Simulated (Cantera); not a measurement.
**Stirred combustor or abatement burner**

A perfectly stirred reactor is fed with 3.45 % C3H8, 20.3 % O2, 76.3 % N2, equivalence ratio 0.85, at 2400 Torr; it is adiabatic with a 700 K inlet, and is followed from long to short residence time, starting on the burning branch (τ in s: 0.025, 0.013, 0.0069, 0.0037, 0.002, 0.001, 0.00055, 0.00029, 0.00015, 8.2e-05, 4.3e-05, 2.3e-05, 1.2e-05).

Detailed kinetics in Cantera: GRI-Mech 3.0 (53 species, 325 reactions). GRI-Mech 3.0 was tuned for natural gas; its chemistry of propane as a main component is partial and can be far from experiment.

```tsv
τ (s)	T (K)	x C3H8	x O2	x C2H2	x C2H6	x C2H	x C2H4	x O
0.025	2373	1.67e-7	0.0297	7.40e-7	1.05e-9	8.20e-9	6.85e-7	0.000804
0.013	2371	3.13e-7	0.0304	1.29e-6	1.97e-9	1.48e-8	1.25e-6	0.000869
0.0069	2364	5.68e-7	0.0311	2.13e-6	3.59e-9	2.53e-8	2.18e-6	0.000971
0.0037	2352	1.00e-6	0.0319	3.26e-6	6.36e-9	4.08e-8	3.63e-6	0.00113
0.0020	2334	1.72e-6	0.0328	4.65e-6	1.09e-8	6.18e-8	5.76e-6	0.00139
0.0010	2304	3.08e-6	0.0342	6.48e-6	1.96e-8	9.19e-8	9.21e-6	0.00181
0.00055	2271	5.01e-6	0.0357	8.34e-6	3.20e-8	1.24e-7	1.34e-5	0.00231
0.00029	2228	8.43e-6	0.0376	1.09e-5	5.42e-8	1.64e-7	1.99e-5	0.00296
0.00015	2177	1.46e-5	0.0400	1.47e-5	9.63e-8	2.18e-7	3.04e-5	0.00369
8.2e-5	2124	2.49e-5	0.0427	2.06e-5	1.73e-7	2.87e-7	4.73e-5	0.00432
4.3e-5	2058	4.74e-5	0.0467	3.33e-5	3.62e-7	4.03e-7	8.47e-5	0.00470
2.3e-5	1976	0.000103	0.0533	6.80e-5	9.12e-7	6.16e-7	0.000189	0.00433
1.2e-5	700	0.0345	0.203	<1e-12	<1e-12	<1e-12	<1e-12	<1e-12
```
x: mole fraction; the columns are a selection and need not sum to one.
